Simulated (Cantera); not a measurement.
Source: NASA polynomial tables (part measured, part estimated), evaluated in Cantera. Values are per mole of reaction as written; species without (g) are pure solids or liquids, kept so even where they would boil at 1 bar.

**Question.** Between 300 and 1275 K, where is each reaction favourable under standard conditions?
- N2(g) + 3 H2S(g) + 3 Ni ⇌ 3 NiS + 2 NH3(g)

**Answer.** 
- N2(g) + 3 H2S(g) + 3 Ni ⇌ 3 NiS + 2 NH3(g): ΔG° is -188 kJ at 300 K and 128 kJ at 1275 K; it changes sign between 300 and 975 K. ΔH° is -161 kJ and ΔS° -227 J/K at 1275 K.
